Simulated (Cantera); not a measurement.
# Pyrogenic steam for wet oxidation

An isothermal, constant-pressure homogeneous reactor starts with 28.2 % H₂, 38.6 % O₂, 33.2 % N₂, at 1125 K and 0.132 atm.

Model: the H2/O2 subset of GRI-Mech 3.0, which has no nitrogen chemistry, integrated in Cantera. The temperature is held fixed by assumption; the heat of reaction is taken as removed at once.

| t (s) | x H₂ | x O₂ | x H | x OH | x H₂O₂ |
|---|---|---|---|---|---|
| 2.00e-6 | 0.282 | 0.386 | 4.24e-10 | 1.95e-11 | <1e-12 |
| 7.41e-6 | 0.282 | 0.386 | 1.68e-9 | 1.57e-10 | <1e-12 |
| 2.75e-5 | 0.282 | 0.386 | 1.38e-8 | 1.73e-9 | 9.84e-12 |
| 0.000102 | 0.282 | 0.386 | 4.06e-6 | 5.27e-7 | 4.22e-10 |
| 0.000378 | 0.0206 | 0.280 | 0.0434 | 0.00724 | 5.17e-6 |
| 0.00140 | 0.000858 | 0.285 | 0.000125 | 0.000812 | 3.47e-6 |
| 0.00519 | 5.73e-5 | 0.285 | 2.08e-6 | 0.000209 | 8.57e-7 |
| 0.0193 | 3.72e-6 | 0.285 | 7.78e-8 | 7.42e-5 | 1.99e-7 |
| 0.0714 | 3.96e-7 | 0.285 | 5.56e-9 | 3.14e-5 | 4.90e-8 |
| 0.265 | 7.64e-8 | 0.285 | 5.94e-10 | 1.49e-5 | 1.30e-8 |
| 0.981 | 1.85e-8 | 0.285 | 7.72e-11 | 7.52e-6 | 3.61e-9 |
| 3.64 | 5.95e-9 | 0.285 | 1.43e-11 | 4.17e-6 | 1.17e-9 |
| 13.5 | 4.11e-9 | 0.285 | 7.92e-12 | 3.29e-6 | 7.57e-10 |
| 50.0 | 4.08e-9 | 0.285 | 7.83e-12 | 3.28e-6 | 7.50e-10 |
x: mole fraction; the columns are a selection and need not sum to one.

Equilibrium at this temperature and pressure: H₂ 4.08e-9, O₂ 0.285, H 7.83e-12, OH 3.28e-6, H₂O₂ 7.50e-10 (gas phase only).
